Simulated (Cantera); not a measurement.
A closed system holds: 1 mol BN, 0.78 mol O2, at 923 K and 1.33 mbar.

These are equilibrium values from Cantera (NASA tables, ideal gas, pure condensed phases), not measurements of a reactor. Candidate condensed phases: B, BN, B2O3; 17 gas species. Rates play no part.

Base state: N2 0.943, O2 0.0566 (mole fractions); condensed: B2O3(l).

Task: What changes in the equilibrium state with this change: BN replaced by AlN?

Result: 
| species | before | after |
|---|---|---|
| N2 | 0.943 | 0.943 |
| O2 | 0.0566 | 0.0566 |
| B2O3(l), mol | 0.500 | 0 |
| Al2O3(s), mol | 0 | 0.500 |
Further candidate phases: Al, AlN, Al2O3.
